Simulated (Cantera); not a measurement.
Charge: 1 mol SiH₄, 0.046 mol HCl, 61 mol N₂, at 1723 K and 2100 Pa.

Equilibrium computed with Cantera from the NASA thermochemical tables; the gas is ideal and each condensed phase is pure. Candidate condensed phases: NH₄Cl, Si, Si₃N₄; 28 gas species. The numbers say what is thermodynamically allowed, not how fast it happens.

What is the equilibrium state?


* **x(N₂)**: 0.967
* **x(H₂)**: 0.0320
* **x(HCl)**: 0.000707
* **x(H)**: 0.000225
* **x(SiCl₂)**: 1.29e-5
* **x(Si)**: 1.12e-5
* **x(Cl)**: 3.85e-6
* **n(Si₃N₄(s))**: 0.333 mol
* **gas amount**: 62.39 mol
* **log10 activity of Si(l) (absent)**: -0.62
